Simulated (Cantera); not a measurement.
Input: 1 mol S, 0.41 mol SO2, at 3275 K and 0.000250 bar.

Cantera equilibrium calculation (NASA polynomials, part measured and part estimated; ideal gas, pure solids and liquids). Equilibrium is a limit: real reactors are often held back by kinetics, nucleation or transport.

```
species    before     after
-------  --------  --------
S           0.630     0.989
O           0.363   0.00998
S2       0.000354  0.000874
SO        0.00637  0.000275
O2       0.000456   3.44e-7
SO2       1.25e-5   1.48e-8
```
Gas species are given as mole fractions.

Task: Which change was made?
(A) temperature from 3275 K to 3223 K
(B) SO2 from 0.41 to 0.017 mol
(C) pressure from 0.000250 bar to 0.00120 bar
(D) SO2 from 0.41 to 0.0052 mol

Result: D, SO2 from 0.41 to 0.0052 mol
